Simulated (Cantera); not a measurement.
Cantera run, input and output.

```python
import numpy as np
import cantera as ct

gas = ct.Solution("gri30.yaml")
gas.TPX = 800, 2000000, {'CH4': 1, 'C2H6': 0.13, 'O2': 2.05, 'N2': 7.69, 'H2O': 0.8}
inlet = ct.Reservoir(gas, clone=True)
gas.equilibrate("HP")  # start burning
reactor = ct.IdealGasConstPressureReactor(gas, energy="on", clone=False)
exhaust = ct.Reservoir(gas, clone=True)
tau = [0.043, 0.017, 0.0068, 0.0027, 0.0011, 0.00043, 0.00017, 6.7e-05, 2.7e-05, 1.1e-05][0]
for a, b in ((inlet, reactor), (reactor, exhaust)):
    ct.MassFlowController(a, b, mdot=lambda t: reactor.mass / tau)
net = ct.ReactorNet([reactor])
show = ['CH4', 'C2H6', 'O2', 'CH2', 'NO', 'C2H2']

rows = []
print(f"{'tau/s':>10s}{'T/K':>9s}" + "".join(f"{s:>11s}" for s in show))
for tau in [0.043, 0.017, 0.0068, 0.0027, 0.0011, 0.00043, 0.00017, 6.7e-05, 2.7e-05, 1.1e-05]:
    net.initial_time = 0.0
    net.advance(30 * tau)
    before = gas.X
    net.advance(40 * tau)
    drift = np.max(np.abs(gas.X - before) / (gas.X + 1e-9))
    rows.append([gas.T, *gas[show].X, drift])
    print(f"{tau:10.3e}{gas.T:9.1f}" + "".join(f"{x:11.3e}" for x in gas[show].X))
```

Result:

```
     tau/s      T/K        CH4       C2H6         O2        CH2         NO       C2H2
 4.300e-02   2397.6  5.340e-06  9.302e-09  6.882e-05  5.025e-08  2.762e-04  4.072e-07
 1.700e-02   2396.9  1.251e-05  2.338e-08  9.303e-05  1.245e-07  2.839e-04  1.002e-06
 6.800e-03   2395.4  2.702e-05  5.773e-08  1.472e-04  2.990e-07  2.970e-04  2.370e-06
 2.700e-03   2392.4  5.361e-05  1.422e-07  2.637e-04  7.018e-07  3.148e-04  5.384e-06
 1.100e-03   2387.3  9.600e-05  3.376e-07  4.913e-04  1.553e-06  3.326e-04  1.128e-05
 4.300e-04   2378.2  1.670e-04  8.263e-07  9.586e-04  3.428e-06  3.444e-04  2.309e-05
 1.700e-04   2363.1  2.884e-04  2.009e-06  1.867e-03  7.225e-06  3.377e-04  4.561e-05
 6.700e-05   2337.1  5.406e-04  5.135e-06  3.730e-03  1.486e-05  2.940e-04  9.536e-05
 2.700e-05   2285.8  1.253e-03  1.563e-05  8.133e-03  2.924e-05  1.843e-04  2.490e-04
 1.100e-05    800.0  8.569e-02  1.114e-02  1.757e-01  1.316e-27 -2.376e-19 -2.057e-17
```

Cantera simulation using GRI-Mech 3.0 (53 species, 325 reactions); the numbers are that mechanism's predictions, not measurements. The pressure lies above the range GRI-Mech 3.0 was tuned for (to about 10 atm).
